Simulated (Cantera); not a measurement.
Feed: 1 mol SiHCl3, 35 mol N2, at 1823.15 K and 10.0 mbar.

Equilibrium computed with Cantera from the NASA thermochemical tables; the gas is ideal and each condensed phase is pure. Candidate condensed phases: NH4Cl, Si, Si3N4; 28 gas species. The tables' values for SiCl3, SiCl are old estimates; treat these amounts as uncertain. Rates play no part.

Base state: N2 0.945, SiCl2 0.0261, HCl 0.0241, Cl 0.00214, H2 0.00138, SiCl3 0.000773, H 0.000161, SiCl 4.51e-5 (mole fractions); condensed: gas only.

Question: What changes in the equilibrium state with this change: pressure from 10.0 mbar to 0.133 bar?

Answer: 
| species | before | after |
|---|---|---|
| N2 | 0.945 | 0.947 |
| SiCl2 | 0.0261 | 0.0244 |
| HCl | 0.0241 | 0.0236 |
| Cl | 0.00214 | 0.000515 |
| SiCl4 | 3.53e-5 | 0.000338 |
| SiCl | 4.51e-5 | 1.31e-5 |
| H | 0.000161 | 4.93e-5 |
| SiCl3 | 0.000773 | 0.00231 |
| H2 | 0.00138 | 0.00172 |

Question: What changes in the equilibrium state with this change: pressure from 10.0 mbar to 1.00 bar?

Answer: 
```tsv
species	before	after
N2	0.945	0.949
SiCl2	0.0261	0.0222
HCl	0.0241	0.0210
SiCl3	0.000773	0.00386
SiHCl3	5.38e-7	3.98e-5
SiCl4	3.53e-5	0.00104
Cl	0.00214	0.000126
SiCl	4.51e-5	6.48e-6
```
The tables' values for SiCl3 are old estimates; treat these amounts as uncertain.
